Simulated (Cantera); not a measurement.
A Cantera script and its output.

```python
import numpy as np
import cantera as ct

gas = ct.Solution("gri30.yaml")
gas.TPX = 1448, 1000000, {'CO': 0.0025, 'O2': 0.012, 'H2O': 0.014, 'N2': 1}
reactor = ct.IdealGasConstPressureReactor(gas, energy="off", clone=False)
net = ct.ReactorNet([reactor])
net.rtol, net.atol = 1e-08, 1e-18
show = ['CO', 'O2', 'H2O', 'NO2', 'N2O']
times = np.geomspace(0.0008, 90, 12)

steps = ct.SolutionArray(gas, extra=["t"])
rows = []
print(f"{'t/s':>10s}{'T/K':>9s}{'P/Pa':>11s}" + "".join(f"{s:>11s}" for s in show))
for t in times:
    while net.time < t:
        t_next = net.step()
        steps.append(gas.state, t=t_next)
    rows.append([np.interp(t, steps.t, y) for y in (steps.T, steps.P, *steps(*show).X.T)])
    print(f"{t:10.3e}{rows[-1][0]:9.1f}{rows[-1][1]:11.4g}" + "".join(f"{x:11.3e}" for x in rows[-1][2:]))
rate = np.gradient(steps.T, steps.t)
print("integrator steps:", len(steps.t))
if steps.T.max() > steps.T[0] + 200:
    print(f"time of steepest temperature rise: {steps.t[rate.argmax()]:.4e} s")
gas.TPX = 1448, 1000000, {'CO': 0.0025, 'O2': 0.012, 'H2O': 0.014, 'N2': 1}
gas.equilibrate("TP")
print(f"equilibrium (TP): T = {gas.T:.1f} K  " + "  ".join(f"{s} {gas[s].X[0]:.3e}" for s in show))
```

Result:

```
       t/s      T/K       P/Pa         CO         O2        H2O        NO2        N2O
 8.000e-04   1448.0      1e+06  8.121e-04  1.085e-02  1.357e-02  8.144e-10  9.361e-07
 2.303e-03   1448.0      1e+06  1.446e-04  1.053e-02  1.361e-02  2.024e-09  1.422e-06
 6.630e-03   1448.0      1e+06  1.344e-05  1.047e-02  1.362e-02  1.352e-09  1.195e-06
 1.908e-02   1448.0      1e+06  6.331e-07  1.046e-02  1.363e-02  4.808e-10  4.360e-07
 5.494e-02   1448.0      1e+06  1.963e-08  1.046e-02  1.363e-02  3.393e-10  6.421e-08
 1.581e-01   1448.0      1e+06  1.652e-08  1.046e-02  1.363e-02  3.409e-10  5.137e-08
 4.553e-01   1448.0      1e+06  1.652e-08  1.046e-02  1.363e-02  3.537e-10  5.137e-08
 1.311e+00   1448.0      1e+06  1.652e-08  1.046e-02  1.363e-02  3.906e-10  5.137e-08
 3.773e+00   1448.0      1e+06  1.652e-08  1.046e-02  1.363e-02  4.966e-10  5.137e-08
 1.086e+01   1448.0      1e+06  1.652e-08  1.046e-02  1.363e-02  8.019e-10  5.137e-08
 3.126e+01   1448.0      1e+06  1.652e-08  1.046e-02  1.363e-02  1.680e-09  5.137e-08
 9.000e+01   1448.0      1e+06  1.652e-08  1.046e-02  1.363e-02  4.209e-09  5.137e-08
integrator steps: 1020
equilibrium (TP): T = 1448.0 K  CO 1.661e-08  O2 1.035e-02  H2O 1.363e-02  NO2 1.029e-06  N2O 5.110e-08
```

Computed with Cantera and GRI-Mech 3.0 (53 species, 325 reactions).
